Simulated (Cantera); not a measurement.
A Cantera script and what it prints.

```python
import numpy as np
import cantera as ct

gas_names = """
    O2 F2
""".split()
cond_names = """
    Mg(L) MgF2(s) MgO(s)
""".split()


# ... load() reads the species with a 1 bar reference pressure and builds the phases ...
species = {s.name: s for s in load("nasa_gas.yaml", gas_names) + load("nasa_condensed.yaml", cond_names)}
T = 1475
g = {n: (s.thermo.h(T) - T * s.thermo.s(T)) / (ct.gas_constant * T * np.log(10)) for n, s in species.items()}
valid = cond_names  # the entries whose range holds T


def stable(la, lb):
    # potentials (over RT ln 10) of the two non-metals from log10 p(O2) and log10 p(F2) in bar
    mu = {}
    mu["O"] = (g["O2"] + la) / 2
    mu["F"] = (g["F2"] + lb) / 2
    cost = {}
    for n in valid:
        c = species[n].composition
        cost[n] = (g[n] - sum(c.get(e, 0) * m for e, m in mu.items())) / c["Mg"]
    return min(cost, key=cost.get)


results = []
for lb in [0, -1.8, -3.5, -5.3, -7.1, -8.8, -10.6, -12.4, -14.2, -15.9, -17.7, -19.5, -21.2, -23]:
    row = [stable(la, lb) for la in [-9, -8.5, -7.9, -7.4, -6.9, -6.4, -5.8, -5.3, -4.8, -4.3, -3.7, -3.2, -2.7, -2.2, -1.6, -1.1, -0.6, -0.1, 0.5, 1]]
    results.append(row)
    print(f"{lb:6.1f}  " + " ".join(f"{valid.index(n):x}" for n in row))
print("key: " + ", ".join(f"{i:x} {n}" for i, n in enumerate(valid)))
```

It prints:

```
   0.0  1 1 1 1 1 1 1 1 1 1 1 1 1 1 1 1 1 1 1 1
  -1.8  1 1 1 1 1 1 1 1 1 1 1 1 1 1 1 1 1 1 1 1
  -3.5  1 1 1 1 1 1 1 1 1 1 1 1 1 1 1 1 1 1 1 1
  -5.3  1 1 1 1 1 1 1 1 1 1 1 1 1 1 1 1 1 1 1 1
  -7.1  1 1 1 1 1 1 1 1 1 1 1 1 1 1 1 1 1 1 1 1
  -8.8  1 1 1 1 1 1 1 1 1 1 1 1 1 1 1 1 1 1 1 1
 -10.6  1 1 1 1 1 1 1 1 1 1 1 1 1 1 1 1 1 1 1 1
 -12.4  1 1 1 1 1 1 1 1 1 1 1 1 1 1 1 1 1 1 1 1
 -14.2  1 1 1 1 1 1 1 1 1 1 1 1 1 1 1 1 1 1 1 1
 -15.9  1 1 1 1 1 1 1 1 1 1 1 1 1 1 1 2 2 2 2 2
 -17.7  1 1 1 1 1 1 1 1 2 2 2 2 2 2 2 2 2 2 2 2
 -19.5  1 2 2 2 2 2 2 2 2 2 2 2 2 2 2 2 2 2 2 2
 -21.2  2 2 2 2 2 2 2 2 2 2 2 2 2 2 2 2 2 2 2 2
 -23.0  2 2 2 2 2 2 2 2 2 2 2 2 2 2 2 2 2 2 2 2
key: 0 Mg(L), 1 MgF2(s), 2 MgO(s)
```

Standard-state values (1 bar) from the NASA 1993 polynomials, evaluated with Cantera. Not in the tables: oxide halides.
